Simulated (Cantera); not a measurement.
What does this Cantera script print?

```python
import numpy as np
import cantera as ct

gas_names = """
    CL CL2 Fe FeCL FeCL2 FeCL3 Fe2CL4 Fe2CL6 H HCL H2
""".split()
cond_names = """
    Fe(a) Fe(c) Fe(d) Fe(L) FeCL2(s) FeCL2(L) FeCL3(s) FeCL3(L)
""".split()


def load(file, names, dense=False):
    # The tables refer to 1 bar. Condensed volumes are neglected.
    table = {s.name: s for s in ct.Species.list_from_file(file)}
    out = []
    for n in names:
        d = dict(table[n].input_data)
        d["thermo"] = dict(d["thermo"], **{"reference-pressure": 1e5})
        if dense:
            d["equation-of-state"] = {"model": "constant-volume", "density": "1e6 g/cm^3"}
        out.append(ct.Species.from_dict(d))
    return out


gas = ct.Solution(thermo="ideal-gas", species=load("nasa_gas.yaml", gas_names))
cond = {s.name: ct.Solution(thermo="fixed-stoichiometry", species=[s], name=s.name)
        for s in load("nasa_condensed.yaml", cond_names, dense=True)}
atoms = {
    'FeCl3': {'Fe': 1, 'CL': 3},
    'H2': {'H': 2},
}
top_T = {}  # K; cautious upper limits of use, not melting points


def equilibrate(T, P, feed):
    n = {}
    for name, mol in feed.items():
        for a, k in atoms[name].items():
            n[a] = n.get(a, 0.0) + k * mol
    gas.TPX = T, P, n
    mass = sum(n.values()) * gas.mean_molecular_weight
    gas.equilibrate("TP")
    valid = [c for c in cond.values() if c.min_temp <= T <= top_T.get(c.name, c.max_temp)]
    mix = ct.Mixture([(gas, mass / gas.mean_molecular_weight)] + [(c, 0.0) for c in valid])
    mix.T, mix.P = T, P
    mix.equilibrate("TP", solver="vcs", rtol=1e-11, max_steps=5000)
    return mix


results = []
feed = {'FeCl3': 1, 'H2': 3.3}  # mol
T = 1050  # K
for P in [0.1, 0.56, 3.2, 18, 100, 560, 3200, 18000, 100000]:
    mix = equilibrate(T, P, feed)
    results.append((T, P, feed, dict(zip(mix.species_names, mix.species_moles))))

top = {s: max(r[3][s] / sum(r[3][g] for g in gas_names) for r in results) for s in gas_names}
cols = sorted((s for s in top if top[s] > 0.001), key=lambda s: -top[s])[:5]
seen = [c for c in cond_names if any(r[3].get(c, 0) > 1e-12 for r in results)]
print("log10 of partial pressures in bar; condensed amounts in mol")
print(f"{'P/Pa':>10s}" + "".join(f"{s[:9]:>10s}" for s in cols + seen))
for T, P, feed, n in results:
    ng = sum(n[g] for g in gas_names)
    print(f"{P:10.4g}" + "".join(f"{np.log10(max(n[s] / ng * P / 1e5, 1e-99)):10.3f}" for s in cols)
          + "".join(f"{n.get(c, 0):10.4g}" for c in seen))
```

Output:

```
log10 of partial pressures in bar; condensed amounts in mol
      P/Pa        H2       HCL     FeCL2    Fe2CL4     Fe(a)  FeCL2(L)
       0.1    -6.331    -6.355    -7.036   -13.371    0.5586         0
      0.56    -5.583    -5.607    -6.288   -11.875    0.5586         0
       3.2    -4.826    -4.850    -5.531   -10.361    0.5586         0
        18    -4.075    -4.100    -4.781    -8.861    0.5585         0
       100    -3.331    -3.356    -4.037    -7.372    0.5584         0
       560    -2.582    -2.608    -3.289    -5.877    0.5574         0
      3200    -1.824    -1.852    -2.537    -4.373    0.5523         0
   1.8e+04    -1.066    -1.111    -1.811    -2.920    0.5268         0
     1e+05    -0.225    -0.457    -1.345    -1.989    0.2479    0.4706
```

Equilibrium computed with Cantera from the NASA thermochemical tables; the gas is ideal and each condensed phase is pure. Mutual solubility and eutectic melting of coexisting phases are not modelled.
